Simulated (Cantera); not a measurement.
A Cantera script and its output.

```python
import numpy as np
import cantera as ct

gas = ct.Solution("gri30.yaml")
gas.TPX = 1325, 250000, {'CO': 0.0028, 'O2': 0.064, 'H2O': 5.5e-05, 'N2': 1}
reactor = ct.IdealGasConstPressureReactor(gas, energy="off", clone=False)
net = ct.ReactorNet([reactor])
net.rtol, net.atol = 1e-08, 1e-18
show = ['CO', 'O2', 'H2O', 'NO', 'H2']
times = np.geomspace(0.0002, 2, 14)

steps = ct.SolutionArray(gas, extra=["t"])
rows = []
print(f"{'t/s':>10s}{'T/K':>9s}{'P/Pa':>11s}" + "".join(f"{s:>11s}" for s in show))
for t in times:
    while net.time < t:
        t_next = net.step()
        steps.append(gas.state, t=t_next)
    rows.append([np.interp(t, steps.t, y) for y in (steps.T, steps.P, *steps(*show).X.T)])
    print(f"{t:10.3e}{rows[-1][0]:9.1f}{rows[-1][1]:11.4g}" + "".join(f"{x:11.3e}" for x in rows[-1][2:]))
rate = np.gradient(steps.T, steps.t)
print("integrator steps:", len(steps.t))
if steps.T.max() > steps.T[0] + 200:
    print(f"time of steepest temperature rise: {steps.t[rate.argmax()]:.4e} s")
gas.TPX = 1325, 250000, {'CO': 0.0028, 'O2': 0.064, 'H2O': 5.5e-05, 'N2': 1}
gas.equilibrate("TP")
print(f"equilibrium (TP): T = {gas.T:.1f} K  " + "  ".join(f"{s} {gas[s].X[0]:.3e}" for s in show))
```

Output:

```
       t/s      T/K       P/Pa         CO         O2        H2O         NO         H2
 2.000e-04   1325.0    2.5e+05  2.625e-03  5.999e-02  5.155e-05  3.714e-15  2.160e-14
 4.062e-04   1325.0    2.5e+05  2.624e-03  5.999e-02  5.155e-05  1.529e-14  1.559e-13
 8.249e-04   1325.0    2.5e+05  2.624e-03  5.999e-02  5.155e-05  6.390e-14  1.103e-12
 1.675e-03   1325.0    2.5e+05  2.624e-03  5.999e-02  5.155e-05  2.891e-13  8.333e-12
 3.403e-03   1325.0    2.5e+05  2.623e-03  5.999e-02  5.151e-05  1.886e-12  9.221e-11
 6.910e-03   1325.0    2.5e+05  2.608e-03  5.998e-02  5.113e-05  7.295e-11  4.440e-09
 1.403e-02   1325.0    2.5e+05  2.235e-03  5.977e-02  4.881e-05  3.518e-08  9.027e-08
 2.850e-02   1325.0    2.5e+05  1.327e-03  5.935e-02  4.912e-05  4.748e-07  6.536e-08
 5.789e-02   1325.0    2.5e+05  5.927e-04  5.902e-02  4.987e-05  1.339e-06  3.017e-08
 1.176e-01   1325.0    2.5e+05  1.992e-04  5.884e-02  5.052e-05  2.175e-06  1.021e-08
 2.388e-01   1325.0    2.5e+05  5.025e-05  5.877e-02  5.096e-05  2.669e-06  2.603e-09
 4.849e-01   1325.0    2.5e+05  9.253e-06  5.876e-02  5.124e-05  2.859e-06  5.497e-10
 9.848e-01   1325.0    2.5e+05  1.305e-06  5.875e-02  5.142e-05  2.922e-06  1.149e-10
 2.000e+00   1325.0    2.5e+05  1.505e-07  5.875e-02  5.151e-05  2.951e-06  3.103e-11
integrator steps: 1141
equilibrium (TP): T = 1325.0 K  CO 1.727e-09  O2 5.862e-02  H2O 5.153e-05  NO 2.692e-04  H2 1.818e-11
```

Cantera simulation using GRI-Mech 3.0 (53 species, 325 reactions); the numbers are that mechanism's predictions, not measurements.
